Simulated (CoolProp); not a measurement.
The fluid at 331.2 K and 14 MPa flows at 15 m/s in a round tube of 10 mm bore and 1.5 µm roughness, fully developed (64/Re and Nu = 3.66 if laminar; Colebrook and Gnielinski if turbulent). The same conditions are run with several fluids, on thermodynamics alone (safety and materials aside).

The numbers come from the reference Helmholtz-energy equation of state of each fluid (CH2F2 (R32): Tillner-Roth 1997; toluene: Lemmon 2006; p-xylene: Zhou 2012; propylene: Lemmon 2013; R152A: Outcalt 1996) in CoolProp.

Rank CH2F2 (R32), toluene, p-xylene, propylene, R152A by Reynolds number, highest first.

CH2F2 (R32) (1410000), R152A (916000), propylene (828000), toluene (291000), p-xylene (267000)

| fluid | Darcy friction factor | pressure drop (Pa/m) | heat-transfer coefficient (W/(m² K)) | mass flow (kg/h) |
|---|---|---|---|---|
| CH2F2 (R32) | 0.0138 | 141000 | 38100 | 3840 |
| toluene | 0.0159 | 151000 | 19300 | 3580 |
| p-xylene | 0.0161 | 152000 | 18300 | 3560 |
| propylene | 0.0143 | 79400 | 25600 | 2090 |
| R152A | 0.0142 | 139000 | 28100 | 3690 |

Transport values come from each fluid's own correlations; those of CH2F2 (R32), propylene, R152A are estimates that may be off by 10 % or more.
